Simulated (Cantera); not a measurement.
An adiabatic, constant-pressure homogeneous reactor starts with C₃H₈ : O₂ : N₂ : CO₂ = 0.41 : 2.17 : 6.96 : 1 (molar parts), at 1723 K and 17.8 atm.

Model: GRI-Mech 3.0 (53 species, 325 reactions), integrated in Cantera. GRI-Mech 3.0 was tuned for natural gas; its chemistry of propane as a main component is partial and can be far from experiment. The pressure lies above the range GRI-Mech 3.0 was tuned for (to about 10 atm).

Problem. Predict: time of steepest temperature rise; temperature at 0.300 s; equilibrium temperature; x(O₂) at 0.300 s; x(CO₂) at 0.300 s; x(CO) at 0.300 s; x(H₂O₂) at 0.300 s.

Solution. 
```
Property                                                            Result
---------------------------------  ---------------------------------------
time of steepest temperature rise                                  2.37 µs
temperature at 0.300 s                                              2949 K
equilibrium temperature                                             2949 K
x(O₂) at 0.300 s                     0.0286 (gas-phase equilibrium 0.0286)
x(CO₂) at 0.300 s                      0.141 (gas-phase equilibrium 0.141)
x(CO) at 0.300 s                     0.0544 (gas-phase equilibrium 0.0544)
x(H₂O₂) at 0.300 s                 1.47e-6 (gas-phase equilibrium 1.47e-6)
```
